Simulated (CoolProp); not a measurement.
Vapour pressure (kPa) of sulfur hexafluoride: the reference equation beside estimates from Tc = 318.7 K, pc = 3755 kPa, ω = 0.210. Clausius-Clapeyron is anchored at 245.2 K with a constant enthalpy of vaporisation of 14.71 kJ/mol.

Computed with CoolProp (reference Helmholtz-energy equation of state, Guder 2009).

```csv
T (K),reference,Clausius-Clapeyron,Redlich-Kwong,Soave-Redlich-Kwong
237.9,407.6,423.8,551.9,415.7
240.3,444.9,456.4,596.3,453.7
242.7,484.6,490.9,643.1,494.3
245.2,528.8,528.8,694.6,539.5
247.6,574.0,567.1,746.6,585.6
250,622.0,607.4,801.3,634.6
252.4,672.9,649.6,858.7,686.6
254.8,726.8,694.0,918.9,741.8
257.3,786.4,742.4,984.6,802.6
259.7,846.9,791.1,1051,864.4
262.1,910.7,842.0,1120,929.6
264.5,978.1,895.2,1192,998.3
266.9,1049,950.7,1267,1071
```

Absolute difference from the reference over all 13 rows, mean and median: Clausius-Clapeyron 4.4 and 4.0 %, Redlich-Kwong 27.8 and 27.6 %, Soave-Redlich-Kwong 2.0 and 2.0 %.
